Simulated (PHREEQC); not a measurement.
Make-up at 55 °C: 0.13 mol CuSO4 and 0.00048 mol H3BO3 per kg of water. Closed to the air; pH follows from the charge balance.

Model: ion-association model, phreeqc.dat, run in PHREEQC.

This is a speciation only: nothing precipitates in the calculation.

Problem. Predict the pH.

Solution. pH 4.19.

Problem. In which forms is Cu present?

Solution. CuSO4 51 %, Cu+2 48 % of the Cu.

Complexes and solids missing from the database can't appear. Constants without temperature data keep their 25 °C values here.
